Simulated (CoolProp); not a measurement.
Properties of methane at several states.

Computed with CoolProp (reference Helmholtz-energy equation of state, Setzmann 1991).

| T (K) | p (MPa) | phase | Z | cv (kJ/(kg K)) | Joule-Thomson coefficient (K/MPa) |
|---|---|---|---|---|---|
| 378.5 | 1.82 | gas | 0.9890 | 1.948 | 2.482 |
| 300.2 | 0.187 | gas | 0.9968 | 1.714 | 4.311 |
| 589.7 | 0.498 | gas | 1.001 | 2.717 | 0.7219 |
| 170.8 | 0.0827 | gas | 0.9917 | 1.566 | 12.31 |
